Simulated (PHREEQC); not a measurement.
## Buffer: speciation

Dissolve 0.2 mol NH4Cl and 0.31 mol K2HPO4 per kg of water at 25 °C. Closed to the air; pH follows from the charge balance.

Model: ion-association model, wateq4f.dat, run in PHREEQC.

```
Item                      Value
-----------------  ------------
pH                         8.04
ionic strength     1.02 mol/kgw
activity of water         0.978
total alkalinity     310 meq/kg
```

```csv
species,molality,activity,log γ
K+,0.576,0.344,-0.223
HPO4-2,0.256,0.0430,-0.775
Cl-,0.200,0.120,-0.223
NH4+,0.191,0.151,-0.100
KHPO4-,0.0441,0.0289,-0.185
H2PO4-,0.00962,0.00629,-0.185
NH3,0.00949,0.00949,0.000
PO4-3,0.000118,2.13e-6,-1.745
OH-,1.87e-6,1.08e-6,-0.238
H+,1.22e-8,9.08e-9,-0.129
```

Precipitation was switched off in this run. The ionic strength is past about 0.7 mol/kgw, beyond the range of this activity model, so the values are rough. H3PO4, which wateq4f.dat lacks, is added to it with the constant of phreeqc.dat.
